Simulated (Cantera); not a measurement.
A closed system holds: 1 mol Si, 0.043 mol H₂O, 3.9 mol N₂, equilibrated at 66.0 Pa.

Method: chemical equilibrium by Gibbs-energy minimisation in Cantera with the NASA 1993 tables (ideal gas, pure condensed phases). Candidate condensed phases: H₂O, Si, SiO₂, Si₂N₂O, Si₃N₄; 35 gas species. The tables' values for SiN are old estimates; treat these amounts as uncertain. The numbers say what is thermodynamically allowed, not how fast it happens. All values below are at 1450 °C.

Base state: N₂ 0.977, SiO 0.0108, H₂ 0.0104, Si 0.00149, H 0.000724, Si₂N 3.73e-5, SiN 2.12e-5 (mole fractions); condensed: Si(l).

### Question
What changes in the equilibrium state with this change: 0.0046 mol Cl₂ added?

### Answer
```
species       before     after
----------  --------  --------
N₂             0.977     0.975
SiO           0.0108    0.0108
H₂            0.0104   0.00981
HCl                0   0.00118
SiCl₂              0  0.000494
Cl                 0   6.57e-5
SiCl               0   6.38e-5
H           0.000724  0.000703
Si₂N         3.73e-5   3.73e-5
Si(l), mol     0.951     0.948
```
The tables' values for SiCl, SiN are old estimates; treat these amounts as uncertain. Further candidate phases: NH₄Cl.
